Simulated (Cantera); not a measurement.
Feed: 1 mol PbO, 3.2 mol CO, 0.59 mol H2, held at 1323.15 K and 1.80 mbar.

Method: chemical equilibrium by Gibbs-energy minimisation in Cantera with the NASA 1993 tables (ideal gas, pure condensed phases). Candidate condensed phases: C, C6H6, C7H8, C8H18, H2O, Pb, PbO, PbO2, Pb3O4; 113 gas species. Rates play no part.

Base state: CO 0.505, Pb 0.209, CO2 0.163, H2 0.0771, H2O 0.0461, PbO 1.27e-5, H 1.04e-5 (mole fractions); condensed: gas only.

Question: What changes in the equilibrium state with this change: PbO replaced by Pb?

Answer: 
```tsv
species	before	after
CO	0.505	0.668
Pb	0.209	0.209
H2	0.0771	0.123
CO2	0.163	3.17e-6
H2O	0.0461	1.08e-6
PbO	1.27e-5	<1e-9
H	1.04e-5	1.31e-5
```

Question: What changes in the equilibrium state with this change: H2 from 0.59 to 20 mol?

Answer: 
```json
[
 {"species": "H2", "before": "0.0771", "after": "0.788"},
 {"species": "CO", "before": "0.505", "after": "0.129"},
 {"species": "Pb", "before": "0.209", "after": "0.0413"},
 {"species": "CO2", "before": "0.163", "after": "0.00334"},
 {"species": "H2O", "before": "0.0461", "after": "0.0380"},
 {"species": "PbO", "before": "1.27e-5", "after": "2.03e-7"},
 {"species": "H", "before": "1.04e-5", "after": "3.33e-5"}
]
```

Question: What changes in the equilibrium state with this change: pressure from 1.80 mbar to 0.133 bar?

Answer: 
| species | before | after |
|---|---|---|
| CO | 0.505 | 0.622 |
| CO2 | 0.163 | 0.200 |
| H2 | 0.0771 | 0.0949 |
| Pb | 0.209 | 0.0264 |
| H2O | 0.0461 | 0.0567 |
| PbO | 1.27e-5 | 1.61e-6 |
| H | 1.04e-5 | 1.34e-6 |
| Pb(l), mol | 0 | 0.897 |
